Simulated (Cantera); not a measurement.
A freely propagating, adiabatic, planar premixed flame of CH4 : H2 : O2 : N2 = 1 : 1.4 : 3.25 : 12.2 (molar parts), unburnt at 348 K and 3.40 bar; mixture-averaged transport, grid criteria slope 0.08 and curve 0.16, no radiation.

Model: GRI-Mech 3.0 (53 species, 325 reactions), integrated in Cantera. Burning velocities carry a grid error of a few per cent, more on coarse grids.

How do the results move with these cheaper or finer settings: unity-Lewis-number transport; multicomponent transport; multicomponent+Soret transport; grid criteria slope 0.5, curve 1; grid criteria slope 0.25, curve 0.5; grid criteria slope 0.03, curve 0.06?


| setting | laminar burning velocity | thermal thickness | peak x(O) | peak x(C2H2) | grid points |
|---|---|---|---|---|---|
| as above | 40.8 cm/s | 0.146 mm | 0.00233 | 1.21e-5 | 150 |
| unity-Lewis-number transport | 44.5 cm/s | 0.128 mm | 0.00300 | 1.10e-5 | 137 |
| multicomponent transport | 41.3 cm/s | 0.146 mm | 0.00235 | 1.24e-5 | 150 |
| multicomponent+Soret transport | 40.2 cm/s | 0.147 mm | 0.00234 | 1.15e-5 | 150 |
| grid criteria slope 0.5, curve 1 | 40.6 cm/s | 0.164 mm | 0.00222 | 1.09e-5 | 38 |
| grid criteria slope 0.25, curve 0.5 | 40.9 cm/s | 0.153 mm | 0.00229 | 1.18e-5 | 62 |
| grid criteria slope 0.03, curve 0.06 | 40.8 cm/s | 0.143 mm | 0.00234 | 1.23e-5 | 354 |
The base run took about 14 core-seconds (a rough figure).
Unity Lewis numbers drop preferential diffusion, which matters most where H2 and H carry the flame; Soret adds thermal diffusion.
